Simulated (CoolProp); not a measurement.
Vapour-liquid equilibrium of R13 (1) + n-butane (2) at 239.6 K; x and y are mole fractions of (1).

Values from CoolProp's multi-fluid Helmholtz-energy mixture model, Platzer 1990 and Bücker 2006; pair parameters Bell 2016. This equation is an older, rougher fit; its heat capacities, sound speeds and derivatives of the liquid may be far off and weren't checked against measurements.

```csv
x,"bubble pressure, mixture model (MPa)","bubble pressure, Raoult's law (MPa)","y, mixture model","y, Raoult's law"
0.05,0.09646,0.05991,0.759,0.626
0.15,0.2146,0.1325,0.896,0.849
0.25,0.3045,0.2051,0.930,0.914
0.35,0.3747,0.2778,0.946,0.945
0.45,0.4325,0.3504,0.956,0.963
0.55,0.4836,0.4230,0.964,0.975
0.65,0.5330,0.4956,0.971,0.983
0.75,0.5847,0.5682,0.978,0.990
0.85,0.6426,0.6409,0.985,0.994
0.95,0.7107,0.7135,0.995,0.998
```

The largest gap from Raoult's law is +62.0 % in bubble pressure, at x = 0.15. No azeotrope shows between x = 0.05 and 0.95.

Pair parameters are fitted to limited data, so mixtures are less certain than the pure fluids. With so large a gap from Raoult's law the liquid may split in two, which this calculation doesn't test in full.
